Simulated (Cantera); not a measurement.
# Hydrogen reduction and annealing atmospheres: V2O3 + H2 + N2

Feed: 1 mol V2O3, 2.9 mol H2, 13 mol N2, at 100 Torr.

These are equilibrium values from Cantera (NASA tables, ideal gas, pure condensed phases), not measurements of a reactor. Candidate condensed phases: H2O, V, VN, VO, V2O3, V2O4, V2O5; 28 gas species. Mutual solubility and eutectic melting of coexisting phases are not modelled. VN, VO: taken at fixed stoichiometry. Condensed phases not in the tables: the oxides between V2O3 and V2O5 other than VO2, solid solutions among these carbides, nitrides and lower oxides, V2N. Rates play no part.

From 1023 K to 1523 K the condensed part is VN(s) + V2O3(s). At 1573 K the condensed part is VO(s) + V2O3(s).

```tsv
T (K)	x N2	x H2	x H2O	x H	x NH3	x VO2	x OH	n VN(s)	n V2O3(s)	n VO(s)
1023	0.818	0.182	0.000689	4.83e-9	4.68e-6	<1e-12	<1e-12	0.00730	0.996	0
1073	0.818	0.182	0.000728	1.64e-8	3.46e-6	<1e-12	<1e-12	0.00772	0.996	0
1123	0.818	0.182	0.000764	4.97e-8	2.62e-6	<1e-12	1.08e-12	0.00810	0.996	0
1173	0.818	0.182	0.000797	1.38e-7	2.03e-6	<1e-12	4.16e-12	0.00845	0.996	0
1223	0.818	0.182	0.000827	3.51e-7	1.60e-6	<1e-12	1.44e-11	0.00876	0.996	0
1273	0.818	0.182	0.000854	8.32e-7	1.29e-6	3.51e-12	4.51e-11	0.00905	0.995	0
1323	0.818	0.182	0.000878	1.85e-6	1.06e-6	1.98e-11	1.30e-10	0.00931	0.995	0
1373	0.818	0.182	0.000900	3.89e-6	8.77e-7	9.81e-11	3.44e-10	0.00954	0.995	0
1423	0.818	0.182	0.000920	7.75e-6	7.37e-7	4.32e-10	8.52e-10	0.00975	0.995	0
1473	0.818	0.181	0.000938	1.48e-5	6.27e-7	1.71e-9	1.98e-9	0.00994	0.995	0
1523	0.818	0.181	0.000953	2.70e-5	5.39e-7	6.18e-9	4.37e-9	0.0101	0.995	0
1573	0.818	0.181	0.000975	4.74e-5	4.68e-7	2.06e-8	9.20e-9	0	0.984	0.0310
```
x: gas mole fraction; n: condensed amount in mol.
